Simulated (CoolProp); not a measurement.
Vapour-liquid equilibrium of n-hexane (1) + toluene (2) at 0.614 bar; x and y are mole fractions of (1).

Values from CoolProp's multi-fluid Helmholtz-energy mixture model, Thol 2019 and Lemmon 2006; pair parameters Bell 2016.

```json
[
 {"x": "0.05", "bubble temperature (°C)": "88.2", "y at the bubble point": "[?]", "dew temperature at overall composition x (°C)": "92.5", "liquid density (mol/L)": "8.597"},
 {"x": "0.2", "bubble temperature (°C)": "[?]", "y at the bubble point": "[?]", "dew temperature at overall composition x (°C)": "88.3", "liquid density (mol/L)": "8.418"},
 {"x": "0.35", "bubble temperature (°C)": "69.7", "y at the bubble point": "0.692", "dew temperature at overall composition x (°C)": "83.5", "liquid density (mol/L)": "8.206"},
 {"x": "0.5", "bubble temperature (°C)": "64.8", "y at the bubble point": "0.791", "dew temperature at overall composition x (°C)": "78.0", "liquid density (mol/L)": "7.987"},
 {"x": "0.65", "bubble temperature (°C)": "60.9", "y at the bubble point": "0.864", "dew temperature at overall composition x (°C)": "71.7", "liquid density (mol/L)": "7.769"},
 {"x": "0.8", "bubble temperature (°C)": "57.6", "y at the bubble point": "0.926", "dew temperature at overall composition x (°C)": "64.3", "liquid density (mol/L)": "7.557"},
 {"x": "0.95", "bubble temperature (°C)": "54.5", "y at the bubble point": "0.982", "dew temperature at overall composition x (°C)": "56.2", "liquid density (mol/L)": "7.354"}
]
```

Problem. Complete the blanks.

Solution. 
- 0.05, y at the bubble point: 0.202
- 0.2, bubble temperature (°C): 76.8
- 0.2, y at the bubble point: 0.532

No azeotrope shows between x = 0.05 and 0.95.

The pair parameters rest on a limited set of measurements; away from them the model extrapolates.
